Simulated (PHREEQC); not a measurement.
Consider water at 25 °C with 0.29 mol/kgw MgCl2, 0.0029 mol/kgw CO2 and 0.00016 mol/kgw H4SiO4. Closed to the air; pH follows from the charge balance.

The numbers come from PHREEQC with the ion-association model, phreeqc.dat.

```json
[
 {"quantity": "pH", "before": "4.23", "after": "7.34"},
 {"quantity": "HCO3- (mol/kgw)", "before": "3.84e-5", "after": "0.00134"},
 {"quantity": "(CO2)2 (mol/kgw)", "before": "1.78e-7", "after": "1.27e-10"},
 {"quantity": "H3SiO4- (mol/kgw)", "before": "7.93e-10", "after": "1.03e-6"},
 {"quantity": "CO3-2 (mol/kgw)", "before": "1.04e-10", "after": "4.73e-6"},
 {"quantity": "SI of Chalcedony (SiO2)", "before": "-0.14", "after": "-0.15"}
]
```

**Question.** What was changed between the two runs?
A. CO2 from 0.0029 to 0.029 mol/kgw
B. CO2 replaced by KHCO3 at the same molality
C. CO2 from 0.0029 to 0.00058 mol/kgw
D. MgCl2 replaced by NH4Cl at the same molality
E. diluted 5-fold with water

**Answer.** B, CO2 replaced by KHCO3 at the same molality

Precipitation was switched off in this run. The ionic strength passes 0.7 mol/kgw, the rough limit of the ion-association models, in every such run. Some of these states are supersaturated (in Quartz (slow to form), for instance).
